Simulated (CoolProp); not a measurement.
Vapour-liquid equilibrium of acetone (1) + ethanol (2) at 1320 kPa; x and y are mole fractions of (1).

Computed with CoolProp (multi-fluid Helmholtz-energy mixture model, Lemmon 2006 and Schroeder 2014; pair parameters Bell 2016).

```json
[
 {"x": "0.05", "bubble temperature, mixture model (K)": "433.9", "bubble temperature, Raoult's law (K)": "435.0", "y, mixture model": "0.071", "y, Raoult's law": "0.054"},
 {"x": "0.15", "bubble temperature, mixture model (K)": "431.9", "bubble temperature, Raoult's law (K)": "434.6", "y, mixture model": "0.196", "y, Raoult's law": "0.162"},
 {"x": "0.25", "bubble temperature, mixture model (K)": "430.3", "bubble temperature, Raoult's law (K)": "434.2", "y, mixture model": "0.302", "y, Raoult's law": "0.267"},
 {"x": "0.35", "bubble temperature, mixture model (K)": "429.2", "bubble temperature, Raoult's law (K)": "433.8", "y, mixture model": "0.396", "y, Raoult's law": "0.371"},
 {"x": "0.45", "bubble temperature, mixture model (K)": "428.4", "bubble temperature, Raoult's law (K)": "433.3", "y, mixture model": "0.482", "y, Raoult's law": "0.474"},
 {"x": "0.55", "bubble temperature, mixture model (K)": "427.9", "bubble temperature, Raoult's law (K)": "432.9", "y, mixture model": "0.565", "y, Raoult's law": "0.574"},
 {"x": "0.65", "bubble temperature, mixture model (K)": "427.8", "bubble temperature, Raoult's law (K)": "432.4", "y, mixture model": "0.649", "y, Raoult's law": "0.672"},
 {"x": "0.75", "bubble temperature, mixture model (K)": "428.0", "bubble temperature, Raoult's law (K)": "431.9", "y, mixture model": "0.736", "y, Raoult's law": "0.769"},
 {"x": "0.85", "bubble temperature, mixture model (K)": "428.6", "bubble temperature, Raoult's law (K)": "431.4", "y, mixture model": "0.832", "y, Raoult's law": "0.863"},
 {"x": "0.95", "bubble temperature, mixture model (K)": "429.8", "bubble temperature, Raoult's law (K)": "430.9", "y, mixture model": "0.940", "y, Raoult's law": "0.955"}
]
```

The largest gap from Raoult's law is -5.0 K in bubble temperature, at x = 0.55. y crosses x between x = 0.55 and 0.65: the model has an azeotrope there.

The pair parameters rest on a limited set of measurements; away from them the model extrapolates.
